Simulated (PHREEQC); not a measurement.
Solution (25 °C): 0.0016 mol H2SO4, 1.55e-05 mol Al(NO3)3 and 0.0078 mol H3BO3 per kg of water. Closed to the air; pH follows from the charge balance.

The numbers come from PHREEQC with the ion-association model, phreeqc.dat.

```json
{
 "pH": "2.56",
 "ionic_strength": "0.00427 mol/kgw",
 "specific_conductance": "1180 µS/cm",
 "total_alkalinity": "-3.20 meq/kg"
}
```

```
species    molality  activity   log γ
---------  --------  --------  ------
H3BO3       0.00780   0.00781   0.000
H+          0.00292   0.00274  -0.028
SO4-2       0.00131  0.000990  -0.121
HSO4-      0.000283  0.000263  -0.031
NO3-        4.65e-5   4.33e-5  -0.031
AlSO4+      9.91e-6   9.24e-6  -0.030
Al+3        5.26e-6   2.95e-6  -0.251
Al(SO4)2-   3.10e-7   2.89e-7  -0.030
AlOH+2      1.41e-8   1.07e-8  -0.119
AlHSO4+2    2.97e-9   2.24e-9  -0.122
H2BO3-      1.76e-9   1.64e-9  -0.031
```

Precipitation was switched off in this run.
